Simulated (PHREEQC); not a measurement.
0.78 g of hydrous ferric oxide (600 m²/g; 0.2 weak and 0.005 strong sites per Fe, Dzombak-Morel constants, diffuse double layer) in 1 kg of water with 0.005 mol/kgw of an inert sodium salt and 1.7e-05 mol/kgw CaCl2 and 0.0051 mol/kgw ZnSO4, at 25 °C; the pH is set by adding NaOH or the inert anion's acid. Oxygen is held at 0.21 atm. No CO2 enters from the air. Precipitation was switched off in this run.

Base run: PHREEQC, ion-association model, wateq4f.dat. Each further column changes one thing. The table gives S sorbed (%).

| pH | base | no electrostatic term (-no_edl) | background salt from 0.005 to 0.0005 mol/kgw | oxide from 0.78 to 3.9 g/kgw |
|---|---|---|---|---|
| 3 | 16.2 | 0.2 | 16.4 | [?] |
| 3.75 | 16.2 | 0.2 | 16.4 | 77.8 |
| 4.5 | 15.9 | 0.2 | 16.0 | [?] |
| 4.88 | 15.3 | 0.2 | 15.5 | [?] |
| 5.62 | 12.9 | 0.2 | 13.1 | 60.0 |
| 6.38 | 10.3 | [?] | 10.5 | [?] |
| 7.12 | 9.8 | 0.0 | 10.0 | 42.1 |
| 7.5 | 9.5 | 0.0 | 9.7 | 38.7 |
| 8.25 | 8.0 | 0.0 | 8.3 | 25.9 |
| 9 | 4.1 | 0.0 | 4.3 | 9.1 |

Task: What belongs in the gaps?

Result: 
- 3, oxide from 0.78 to 3.9 g/kgw: 78.1
- 4.5, oxide from 0.78 to 3.9 g/kgw: 75.2
- 4.88, oxide from 0.78 to 3.9 g/kgw: 71.8
- 6.38, no electrostatic term (-no_edl): 0.1
- 6.38, oxide from 0.78 to 3.9 g/kgw: 48.1

In at least one series the solution becomes supersaturated in solids that the run did not let form, among them Zn(OH)2-e, Zn4(OH)6SO4, Zn5(OH)8Cl2. The oxide is taken as insoluble; below pH 4 it would dissolve.
